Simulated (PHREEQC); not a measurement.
0.71 g of hydrous ferric oxide (600 m²/g; 0.2 weak and 0.005 strong sites per Fe, Dzombak-Morel constants, diffuse double layer) in 1 kg of water with 0.01 mol/kgw of an inert sodium salt, at 25 °C; the pH is set by adding NaOH or the inert anion's acid. Oxygen is held at 0.21 atm. No CO2 enters from the air. Precipitation was switched off in this run.

Base run: PHREEQC, ion-association model, wateq4f.dat. Each further column changes one thing. The table gives surface charge σ (C/m²).

| pH | base | background salt from 0.01 to 0.001 mol/kgw | oxide from 0.71 to 3.5 g/kgw | 0.0017 mol/kgw CuSO4 added |
|---|---|---|---|---|
| 3 | 0.326 | ___ | 0.333 | ___ |
| 3.75 | 0.248 | 0.153 | 0.258 | 0.034 |
| 4.88 | 0.124 | ___ | 0.128 | 0.034 |
| 5.62 | 0.070 | 0.028 | 0.071 | 0.042 |
| 6.38 | 0.034 | 0.013 | 0.035 | ___ |
| 7.12 | 0.015 | 0.005 | 0.015 | 0.056 |
| 8.25 | -0.002 | -0.001 | -0.002 | 0.039 |
| 9 | -0.013 | -0.004 | -0.013 | ___ |

### Question
Some entries are withheld; supply them.

### Answer

- 3, background salt from 0.01 to 0.001 mol/kgw: 0.264
- 3, 0.0017 mol/kgw CuSO4 added: 0.036
- 4.88, background salt from 0.01 to 0.001 mol/kgw: 0.059
- 6.38, 0.0017 mol/kgw CuSO4 added: 0.053
- 9, 0.0017 mol/kgw CuSO4 added: 0.021

The oxide is taken as insoluble; below pH 4 it would dissolve. In at least one series the solution becomes supersaturated in solids that the run did not let form, among them Cu(OH)2, Brochantite, Antlerite. The database's constant for dissolved Cu(OH)2 is higher than later reviews accept.
